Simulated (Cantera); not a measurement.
Charge: 1 mol B₂O₃, 12 mol HF, equilibrated at 1350 °C and 0.100 bar.

Cantera equilibrium calculation (NASA polynomials, part measured and part estimated; ideal gas, pure solids and liquids). Gases not in the tables: H₃BO₃. Equilibrium is a limit: real reactors are often held back by kinetics, nucleation or transport.

```tsv
species	before	after
HF	0.693	0.745
BOF	0.0902	0.127
H₂O	0.142	0.0953
BF₃	0.0670	0.0241
B₃O₃F₃	7.40e-5	2.51e-6
H	3.97e-6	4.40e-5
BO₂	4.11e-6	2.34e-5
OH	7.16e-5	0.000294
H₂	0.000329	0.000999
O₂	0.000139	0.000418
```
Gas species are given as mole fractions.

Question: What was changed between the two runs?
(A) temperature from 1350 °C to 675 °C
(B) HF from 12 to 1.5 mol
(C) temperature from 1350 °C to 1552 °C
(D) pressure from 0.100 bar to 1.33 mbar

Answer: C, temperature from 1350 °C to 1552 °C
